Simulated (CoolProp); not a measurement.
Properties of R507A along the isobar 1.01 bar.

Values from CoolProp's reference Helmholtz-energy equation of state, Lemmon 2003. It is a pseudo-pure fit of the blend.

```csv
T (K),phase,cp (kJ/(kg K)),speed of sound (m/s),expansivity (1/kK),viscosity (µPa s),conductivity (mW/(m K))
288.9,gas,0.8575,162.0,3.700,11.8,12.8
312.4,gas,0.8950,168.5,3.363,12.8,14.5
335.8,gas,0.9328,174.8,3.093,13.7,16.2
359.3,gas,0.9702,180.7,2.868,?,18.0
382.7,gas,1.006,186.4,2.677,15.6,19.7
406.2,gas,1.041,192.0,2.512,16.5,21.4
429.6,gas,1.075,?,2.367,17.4,23.1
453.1,gas,1.106,202.5,2.238,18.2,24.9
476.5,gas,1.136,207.6,2.124,19.0,?
500,gas,1.165,212.5,2.021,19.8,28.3
```

Q: What belongs in the gaps?

A: 
- 359.3, viscosity (µPa s): 14.7
- 429.6, speed of sound (m/s): 197.3
- 476.5, conductivity (mW/(m K)): 26.6

Viscosity comes from a separate model (Geller 2000). Thermal conductivity comes from a separate model (Geller 2001).
